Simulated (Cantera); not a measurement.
Input: 1 mol V2O3, 570 mol H2, 0.085 mol H2O, at 3.60 Torr.

Method: chemical equilibrium by Gibbs-energy minimisation in Cantera with the NASA 1993 tables (ideal gas, pure condensed phases). Candidate condensed phases: H2O, V, VO, V2O3, V2O4, V2O5; 12 gas species. Condensed phases not in the tables: the oxides between V2O3 and V2O5 other than VO2. Kinetics and transport are ignored. All values below are at 1075 K.

Base state: H2 1.000, H2O 0.000149 (mole fractions); condensed: V2O3(s).

What changes in the equilibrium state with this change: V2O3 replaced by Al2O3?


```csv
species,before,after
H2,1.000,1.000
H2O,0.000149,0.000149
"V2O3(s), mol",1.00,0
"Al2O3(s), mol",0,1.00
```
Further candidate phases: Al, Al2O3.
